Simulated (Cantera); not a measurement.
Feed: 1 mol BN, 39 mol HCl, 2.2 mol H2, held at 0.630 bar.

These are equilibrium values from Cantera (NASA tables, ideal gas, pure condensed phases), not measurements of a reactor. Candidate condensed phases: B, BN, NH4Cl; 21 gas species. Gases not in the tables: BHCl2. The numbers say what is thermodynamically allowed, not how fast it happens.

x: gas mole fraction; n: condensed amount in mol.

```
T (K)  x HCl    x H2      x BCl3      x N2      x Cl    x NH3       x H  n BN(s)
-----  -----  ------  ----------  --------  --------  -------  --------  -------
823    0.946  0.0538  (withheld)  0.000133  3.85e-11  2.16e-7  2.14e-12    0.989
873    0.945  0.0542  (withheld)  0.000272  2.37e-10  1.99e-7  1.37e-11    0.978
923    0.944  0.0549  (withheld)  0.000514   1.20e-9  1.86e-7  7.22e-11    0.958
973    0.941  0.0561  (withheld)  0.000899   5.10e-9  1.76e-7  3.23e-10    0.926
1023   0.938  0.0578  (withheld)   0.00147   1.88e-8  1.68e-7   1.25e-9    0.879
1073   0.933  0.0602  (withheld)   0.00225   6.07e-8  1.63e-7   4.33e-9    0.814
1123   0.927  0.0632  (withheld)   0.00328   1.76e-7  1.61e-7   1.35e-8    0.730
1173   0.919  0.0670  (withheld)   0.00454   4.61e-7  1.60e-7   3.85e-8    0.626
```

What belongs in the gaps?


- 823, x BCl3: 0.000266
- 873, x BCl3: 0.000545
- 923, x BCl3: 0.00103
- 973, x BCl3: 0.00180
- 1023, x BCl3: 0.00294
- 1073, x BCl3: 0.00451
- 1123, x BCl3: 0.00655
- 1173, x BCl3: 0.00907
